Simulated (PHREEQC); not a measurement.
Consider water at 35 °C with 74 mmol/kgw HF and 12 mmol/kgw KF. Closed to the air; pH follows from the charge balance.

Equilibrium calculation in PHREEQC: ion-association model, wateq4f.dat.

```json
[
 {"quantity": "pH", "before": "2.54", "after": "3.16"},
 {"quantity": "HF (mol/kgw)", "before": "0.0564", "after": "0.0355"},
 {"quantity": "F- (mol/kgw)", "before": "0.0124", "after": "0.0352"},
 {"quantity": "H2F2 (mol/kgw)", "before": "0.00576", "after": "0.00229"},
 {"quantity": "HF2- (mol/kgw)", "before": "0.00286", "after": "0.00517"}
]
```

### Question
Which change was made?
A) KF from 0.012 to 0.018 mol/kgw
B) 0.014 mol/kgw Na2CO3 added
C) temperature from 35 to 10 °C
D) diluted 5-fold with water
E) KF replaced by KOH at the same molality

### Answer
B, 0.014 mol/kgw Na2CO3 added

No solid was allowed to form. wateq4f.dat counts part of the HF as a dimer, H2F2, which phreeqc.dat doesn't know; its constant is uncertain.
